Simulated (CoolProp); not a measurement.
Vapour-liquid equilibrium of CHF3 (R23) (1) + R134a (2) at 228.5 K; x and y are mole fractions of (1).

Computed with CoolProp (multi-fluid Helmholtz-energy mixture model, Penoncello 2003 and Tillner-Roth 1994; pair parameters Bell 2016).

```json
[
 {"x": "0.05", "bubble pressure (bar)": "0.6468", "y at the bubble point": "0.406", "dew pressure at overall composition x (bar)": "0.4186", "liquid density (mol/L)": "14.22"},
 {"x": "0.15", "bubble pressure (bar)": "1.144", "y at the bubble point": "0.692", "dew pressure at overall composition x (bar)": "0.4647", "liquid density (mol/L)": "14.63"},
 {"x": "0.25", "bubble pressure (bar)": "1.648", "y at the bubble point": "0.806", "dew pressure at overall composition x (bar)": "0.5222", "liquid density (mol/L)": "15.04"},
 {"x": "0.35", "bubble pressure (bar)": "2.164", "y at the bubble point": "0.869", "dew pressure at overall composition x (bar)": "0.5958", "liquid density (mol/L)": "15.48"},
 {"x": "0.45", "bubble pressure (bar)": "2.696", "y at the bubble point": "0.908", "dew pressure at overall composition x (bar)": "0.6933", "liquid density (mol/L)": "15.92"},
 {"x": "0.55", "bubble pressure (bar)": "3.245", "y at the bubble point": "0.936", "dew pressure at overall composition x (bar)": "0.8287", "liquid density (mol/L)": "16.38"},
 {"x": "0.65", "bubble pressure (bar)": "3.811", "y at the bubble point": "0.956", "dew pressure at overall composition x (bar)": "1.029", "liquid density (mol/L)": "16.84"},
 {"x": "0.75", "bubble pressure (bar)": "4.394", "y at the bubble point": "0.972", "dew pressure at overall composition x (bar)": "1.356", "liquid density (mol/L)": "17.31"},
 {"x": "0.85", "bubble pressure (bar)": "4.993", "y at the bubble point": "0.985", "dew pressure at overall composition x (bar)": "1.980", "liquid density (mol/L)": "17.77"},
 {"x": "0.95", "bubble pressure (bar)": "5.609", "y at the bubble point": "0.995", "dew pressure at overall composition x (bar)": "3.612", "liquid density (mol/L)": "18.23"}
]
```

No azeotrope shows between x = 0.05 and 0.95.

The pair parameters rest on a limited set of measurements; away from them the model extrapolates.
